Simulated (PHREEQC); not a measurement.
Model water analysis in mg/kgw, 20 °C, pH 6.38, pe 10.6:

```json
[
 {"constituent": "Na", "mg/kgw": "1630"},
 {"constituent": "K", "mg/kgw": "1.04"},
 {"constituent": "Ca", "mg/kgw": "75.1"},
 {"constituent": "Mg", "mg/kgw": "72"},
 {"constituent": "Cl", "mg/kgw": "2020"},
 {"constituent": "S(6) as SO4", "mg/kgw": "1100"},
 {"constituent": "Alkalinity as HCO3", "mg/kgw": "87.9"},
 {"constituent": "N(5) as NO3", "mg/kgw": "27.1"},
 {"constituent": "B", "mg/kgw": "0.457"},
 {"constituent": "Br", "mg/kgw": "19.6"},
 {"constituent": "Cu(2)", "mg/kgw": "58.7"}
]
```

Valence states are taken as typed.

Equilibrium calculation in PHREEQC: ion-association model, wateq4f.dat.

This is a speciation only: nothing precipitates in the calculation.

Q: Order these S species by the share of S that they hold, largest first: MgSO4, CuSO4, CaSO4, SO4-2, NaSO4-.

A: SO4-2 (79 %), NaSO4- (10 %), MgSO4 (5.9 %), CaSO4 (3.4 %), CuSO4 (1.2 %)

The pH is 6.38 and the ionic strength 0.0915 mol/kgw. The solution is supersaturated, for example in Malachite, Atacamite, so a real one may precipitate; this is no full list.
